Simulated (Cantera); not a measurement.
Cantera run:

```python
import numpy as np
import cantera as ct

gas_names = """
    C CH CH2 CH3 CH2OH CH3O CH4 CH3OH CO CO2 COOH C2 C2H CHCO,ketyl C2H2,acetylene C2H2,vinylidene
    CH2CO,ketene C2H3,vinyl CH3CO,acetyl C2H4 C2H4O,ethylen CH3CHO,ethanal CH3COOH (HCOOH)2 C2H5 C2H6
    CH3OCH3 C2H5OH C2O C3 C3H3,propargyl C3H4,allene C3H4,propyne C3H4,cyclo- C3H5,allyl C3H6,propylene
    C3H6,cyclo- C3H6O C3H7,n-propyl C3H7,i-propyl C3H8 C3H8O,1propanol C3H8O,2propanol C3O2 C4 C4H2
    C4H4,1,3-cyclo- C4H6,butadiene C4H6,2-butyne C4H6,cyclo- C4H8,1-butene C4H8,cis2-buten
    C4H8,tr2-butene C4H8,isobutene C4H8,cyclo- (CH3COOH)2 C4H9,n-butyl C4H9,i-butyl C4H9,s-butyl
    C4H9,t-butyl C4H10,isobutane C4H10,n-butane C5 C5H6,1,3cyclo- C5H8,cyclo- C5H10,1-pentene
    C5H10,cyclo- C5H11,pentyl C5H11,t-pentyl C5H12,n-pentane C5H12,i-pentane CH3C(CH3)2CH3 C6H2
    C6H5,phenyl C6H5O,phenoxy C6H6 C6H5OH,phenol C6H10,cyclo- C6H12,1-hexene C6H12,cyclo- C6H13,n-hexyl
    C7H7,benzyl C7H8 C7H8O,cresol C7H14,1-heptene C7H15,n-heptyl C7H16,n-heptane C8H8,styrene
    C8H10,ethylbenz C8H16,1-octene C8H17,n-octyl C8H18,isooctane C8H18,n-octane C9H19,n-nonyl
    C10H8,naphthale C10H21,n-decyl C12H9,o-bipheny C12H10,bipheny Ca CaO CaOH CaO2H2 Ca2 H HCO HO2 H2
    HCHO,formaldehy HCOOH H2O H2O2 O OH O2 O3
""".split()
cond_names = """
    C(gr) C6H6(L) C7H8(L) C8H18(L),n-octa Ca(a) Ca(b) Ca(L) CaCO3(caL) CaO(s) CaO(L) CaO2H2(s) H2O(s)
    H2O(L)
""".split()


def load(file, names, dense=False):
    # The tables refer to 1 bar. Condensed volumes are neglected.
    table = {s.name: s for s in ct.Species.list_from_file(file)}
    out = []
    for n in names:
        d = dict(table[n].input_data)
        d["thermo"] = dict(d["thermo"], **{"reference-pressure": 1e5})
        if dense:
            d["equation-of-state"] = {"model": "constant-volume", "density": "1e6 g/cm^3"}
        out.append(ct.Species.from_dict(d))
    return out


gas = ct.Solution(thermo="ideal-gas", species=load("nasa_gas.yaml", gas_names))
cond = {s.name: ct.Solution(thermo="fixed-stoichiometry", species=[s], name=s.name)
        for s in load("nasa_condensed.yaml", cond_names, dense=True)}
atoms = {
    'Ca(OH)2': {'Ca': 1, 'O': 2, 'H': 2},
    'CO2': {'C': 1, 'O': 2},
}
top_T = {'C(gr)': 4500}  # K; cautious upper limits of use, not melting points


def equilibrate(T, P, feed):
    n = {}
    for name, mol in feed.items():
        for a, k in atoms[name].items():
            n[a] = n.get(a, 0.0) + k * mol
    gas.TPX = T, P, n
    mass = sum(n.values()) * gas.mean_molecular_weight
    gas.equilibrate("TP")
    valid = [c for c in cond.values() if c.min_temp <= T <= top_T.get(c.name, c.max_temp)]
    mix = ct.Mixture([(gas, mass / gas.mean_molecular_weight)] + [(c, 0.0) for c in valid])
    mix.T, mix.P = T, P
    mix.equilibrate("TP", solver="vcs", rtol=1e-11, max_steps=5000)
    return mix


results = []
T = 1998.15  # K
P = 6300  # Pa
for m in [0.072, 0.21, 0.35, 0.49, 0.63, 0.76, 0.9, 1, 1.2]:
    feed = {'Ca(OH)2': 1, 'CO2': m}  # mol
    mix = equilibrate(T, P, feed)
    results.append((T, P, feed, dict(zip(mix.species_names, mix.species_moles))))
    x = sorted(zip(gas.X, gas.species_names), reverse=True)
    print(f"T = {T:g} K  P = {P:g} Pa  n(CO2) = {m:g} mol  gas = {mix.phase_moles(0):.4g} mol")
    print("   x: " + "  ".join(f"{s} {v:.3e}" for v, s in x if v > 0.001))
    print("   condensed (mol): " + ("  ".join(f"{mix.phase(i).name} {mix.phase_moles(i):.4g}"
          for i in range(1, mix.n_phases) if mix.phase_moles(i) > 1e-12) or "none"))
```

It prints:

```
T = 1998.15 K  P = 6300 Pa  n(CO2) = 0.072 mol  gas = 1.083 mol
   x: H2O 9.080e-01  CO2 6.258e-02  H2 1.238e-02  O2 6.912e-03  OH 5.196e-03  CO 3.905e-03
   condensed (mol): CaO(s) 0.9999
T = 1998.15 K  P = 6300 Pa  n(CO2) = 0.21 mol  gas = 1.224 mol
   x: H2O 8.040e-01  CO2 1.623e-01  H2 9.972e-03  CO 9.216e-03  O2 8.352e-03  OH 5.127e-03
   condensed (mol): CaO(s) 0.9999
T = 1998.15 K  P = 6300 Pa  n(CO2) = 0.35 mol  gas = 1.367 mol
   x: H2O 7.202e-01  CO2 2.430e-01  CO 1.297e-02  O2 9.451e-03  H2 8.397e-03  OH 5.004e-03
   condensed (mol): CaO(s) 0.9999
T = 1998.15 K  P = 6300 Pa  n(CO2) = 0.49 mol  gas = 1.51 mol
   x: H2O 6.522e-01  CO2 3.087e-01  CO 1.577e-02  O2 1.031e-02  H2 7.280e-03  OH 4.867e-03
   condensed (mol): CaO(s) 0.9999
T = 1998.15 K  P = 6300 Pa  n(CO2) = 0.63 mol  gas = 1.653 mol
   x: H2O 5.958e-01  CO2 3.632e-01  CO 1.796e-02  O2 1.101e-02  H2 6.438e-03  OH 4.729e-03
   condensed (mol): CaO(s) 0.9999
T = 1998.15 K  P = 6300 Pa  n(CO2) = 0.76 mol  gas = 1.786 mol
   x: H2O 5.516e-01  CO2 4.060e-01  CO 1.961e-02  O2 1.154e-02  H2 5.820e-03  OH 4.604e-03
   condensed (mol): CaO(s) 0.9999
T = 1998.15 K  P = 6300 Pa  n(CO2) = 0.9 mol  gas = 1.929 mol
   x: H2O 5.107e-01  CO2 4.456e-01  CO 2.108e-02  O2 1.203e-02  H2 5.278e-03  OH 4.476e-03
   condensed (mol): CaO(s) 0.9999
T = 1998.15 K  P = 6300 Pa  n(CO2) = 1 mol  gas = 2.031 mol
   x: H2O 4.851e-01  CO2 4.705e-01  CO 2.198e-02  O2 1.233e-02  H2 4.951e-03  OH 4.390e-03
   condensed (mol): CaO(s) 0.9999
T = 1998.15 K  P = 6300 Pa  n(CO2) = 1.2 mol  gas = 2.235 mol
   x: CO2 5.135e-01  H2O 4.407e-01  CO 2.350e-02  O2 1.285e-02  H2 4.406e-03  OH 4.228e-03
   condensed (mol): CaO(s) 0.9999
```

Method: chemical equilibrium by Gibbs-energy minimisation in Cantera with the NASA 1993 tables (ideal gas, pure condensed phases).
